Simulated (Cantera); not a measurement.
Charge: 1 mol Si, 3.1 mol HBr, 2.7 mol H₂, at 377 °C and 0.000120 bar.

These are equilibrium values from Cantera (NASA tables, ideal gas, pure condensed phases), not measurements of a reactor. Candidate condensed phases: Br₂, Si; 19 gas species. Kinetics and transport are ignored.

Base state: H₂ 0.843, SiBr₄ 0.152, HBr 0.00328, SiHBr₃ 0.00165 (mole fractions); condensed: Si(s).

Problem. What changes in the equilibrium state with this change: HBr from 3.1 to 10 mol?

Solution. 
```json
[
 {"species": "HBr", "before": "0.00328", "after": "0.513"},
 {"species": "H₂", "before": "0.843", "after": "0.402"},
 {"species": "SiBr₄", "before": "0.152", "after": "0.0855"},
 {"species": "SiHBr₃", "before": "0.00165", "after": "2.82e-6"},
 {"species": "Si(s), mol", "before": "0.227", "after": "0"}
]
```

Problem. What changes in the equilibrium state with this change: HBr from 3.1 to 1.2 mol?

Solution. 
| species | before | after |
|---|---|---|
| H₂ | 0.843 | 0.914 |
| SiBr₄ | 0.152 | 0.0817 |
| HBr | 0.00328 | 0.00292 |
| SiHBr₃ | 0.00165 | 0.00108 |
| Si(s), mol | 0.227 | 0.702 |
